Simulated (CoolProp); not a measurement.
Properties of C2F6 (R116) along the isobar 1.88 bar (Tc = 19.9 °C, pc = 30.48 bar, ω = 0.257).

Computed with CoolProp (reference Helmholtz-energy equation of state, Lemmon 2006). It is a short technical equation, of lower accuracy than the large ones.

| T (°C) | phase | cp (kJ/(kg K)) | speed of sound (m/s) | Joule-Thomson coefficient (K/MPa) |
|---|---|---|---|---|
| -62.35 | gas | 0.6561 | 112.3 | (withheld) |
| -55.75 | gas | 0.6634 | 114.6 | 22.17 |
| -49.05 | gas | 0.6717 | 116.8 | 20.00 |
| -42.45 | gas | 0.6805 | 118.9 | (withheld) |
| -35.75 | gas | 0.6898 | 121.0 | 16.55 |
| -29.05 | gas | 0.6994 | 123.0 | 15.15 |
| -22.45 | gas | 0.7091 | 124.9 | 13.94 |
| -15.75 | gas | 0.7191 | 126.8 | 12.86 |
| -9.05 | gas | 0.7291 | 128.6 | 11.90 |
| -2.45 | gas | 0.7390 | 130.4 | 11.05 |
| 4.25 | gas | 0.7491 | 132.1 | 10.28 |
| 10.95 | gas | 0.7591 | 133.8 | 9.590 |
| 17.55 | gas | 0.7689 | 135.5 | (withheld) |
| 24.25 | gas | 0.7788 | 137.1 | 8.411 |
| 30.95 | gas | 0.7886 | (withheld) | 7.898 |

Problem. Fill in the missing entries.

Solution. 
- -62.35, Joule-Thomson coefficient (K/MPa): 24.70
- -42.45, Joule-Thomson coefficient (K/MPa): 18.16
- 17.55, Joule-Thomson coefficient (K/MPa): 8.976
- 30.95, speed of sound (m/s): 138.8
